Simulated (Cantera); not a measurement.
Standard-state values (1 bar) from the NASA 1993 polynomials, evaluated with Cantera. Values are per mole of reaction as written; species without (g) are pure solids or liquids, kept so even where they would boil at 1 bar.

3 NO(g) + 2 CrO3(g) → 3 NO2(g) + Cr2O3

| T (K) | ΔH° (kJ) | ΔS° (J/K) | ΔG° (kJ) | log10 K |
|---|---|---|---|---|
| 1400 | [?] | [?] | [?] | [?] |
| 1450 | -692.2 | -327.5 | -217.3 | 7.83 |
| 1500 | -690.6 | -326.4 | -201.0 | 7.00 |
| 1550 | [?] | [?] | [?] | [?] |
| 1600 | [?] | [?] | [?] | [?] |
| 1650 | -685.7 | -323.3 | -152.2 | 4.82 |
| 1700 | -684.0 | -322.3 | -136.1 | 4.18 |
| 1750 | -682.3 | -321.3 | -120.0 | 3.58 |

Problem. Some entries are withheld; supply them.

Solution. 
- 1400, ΔH° (kJ): -693.7
- 1400, ΔS° (J/K): -328.6
- 1400, ΔG° (kJ): -233.7
- 1400, log10 K: 8.72
- 1550, ΔH° (kJ): -689.0
- 1550, ΔS° (J/K): -325.4
- 1550, ΔG° (kJ): -184.7
- 1550, log10 K: 6.22
- 1600, ΔH° (kJ): -687.4
- 1600, ΔS° (J/K): -324.3
- 1600, ΔG° (kJ): -168.4
- 1600, log10 K: 5.50
